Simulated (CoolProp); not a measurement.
Vapour-liquid equilibrium of R22 (1) + R115 (2) at -67.85 °C; x and y are mole fractions of (1).

Computed with CoolProp (multi-fluid Helmholtz-energy mixture model, Kamei 1995 and Lemmon 2016; pair parameters Bell 2016).

```
x     bubble pressure (bar)  y at the bubble point  dew pressure at overall composition x (bar)  liquid density (mol/L)
----  ---------------------  ---------------------  -------------------------------------------  ----------------------
0.05                 0.2582                  0.155                                       0.2373                   10.83
0.2                  0.2961                  0.335                                       0.2678                   11.49
0.35                 0.3059                  0.407                                       0.2988                   12.25
0.5                  0.3068                  0.468                                       0.3048                   13.13
0.65                 0.2996                  0.551                                       0.2856                   14.15
0.8                  0.2806                  0.682                                       0.2625                   15.32
0.95                 0.2480                  0.900                                       0.2411                   16.68
```

y crosses x between x = 0.35 and 0.5: the model has an azeotrope there.

Pair parameters are fitted to limited data, so mixtures are less certain than the pure fluids.
